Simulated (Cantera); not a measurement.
An isothermal, constant-pressure homogeneous reactor starts with H2 : O2 : N2 = 1 : 1 : 0.65 (molar parts), equivalence ratio 0.50, at 823 K and 0.133 bar.

Cantera simulation using GRI-Mech 3.0 (53 species, 325 reactions); the numbers are that mechanism's predictions, not measurements. Radical loss at walls, strong at low pressure, is not modelled. Below about 950 K walls govern HO2 and H2O2 in real vessels. The temperature is held fixed by assumption; the heat of reaction is taken as removed at once.

x: mole fraction; the columns are a selection and need not sum to one.

```json
[
 {"t (s)": "0.000700", "x H2": "0.377", "x O2": "0.377", "x H2O2": "<1e-12", "x NO2": "<1e-12", "x H": "5.71e-11"},
 {"t (s)": "0.00154", "x H2": "0.377", "x O2": "0.377", "x H2O2": "1.96e-12", "x NO2": "<1e-12", "x H": "5.52e-10"},
 {"t (s)": "0.00337", "x H2": "0.377", "x O2": "0.377", "x H2O2": "2.60e-10", "x NO2": "<1e-12", "x H": "5.76e-8"},
 {"t (s)": "0.00741", "x H2": "0.252", "x O2": "0.329", "x H2O2": "?", "x NO2": "1.24e-11", "x H": "0.00203"},
 {"t (s)": "0.0163", "x H2": "0.227", "x O2": "0.320", "x H2O2": "?", "x NO2": "7.73e-9", "x H": "1.30e-8"},
 {"t (s)": "0.0357", "x H2": "0.227", "x O2": "0.320", "x H2O2": "8.35e-5", "x NO2": "8.33e-9", "x H": "6.99e-9"},
 {"t (s)": "0.0784", "x H2": "0.227", "x O2": "0.320", "x H2O2": "8.89e-5", "x NO2": "8.31e-9", "x H": "5.82e-9"},
 {"t (s)": "0.172", "x H2": "0.227", "x O2": "0.320", "x H2O2": "9.33e-5", "x NO2": "8.25e-9", "x H": "5.77e-9"},
 {"t (s)": "0.378", "x H2": "0.227", "x O2": "0.320", "x H2O2": "?", "x NO2": "8.23e-9", "x H": "6.21e-9"},
 {"t (s)": "0.830", "x H2": "0.227", "x O2": "0.320", "x H2O2": "?", "x NO2": "8.21e-9", "x H": "7.29e-9"},
 {"t (s)": "1.82", "x H2": "0.227", "x O2": "0.320", "x H2O2": "?", "x NO2": "8.16e-9", "x H": "1.01e-8"},
 {"t (s)": "4.00", "x H2": "0.226", "x O2": "0.319", "x H2O2": "?", "x NO2": "8.05e-9", "x H": "1.87e-8"}
]
```

Question: Complete the blanks.

Answer: 
- 0.00741, x H2O2: 2.58e-6
- 0.0163, x H2O2: 6.89e-5
- 0.378, x H2O2: 0.000102
- 0.830, x H2O2: 0.000121
- 1.82, x H2O2: 0.000173
- 4.00, x H2O2: 0.000335
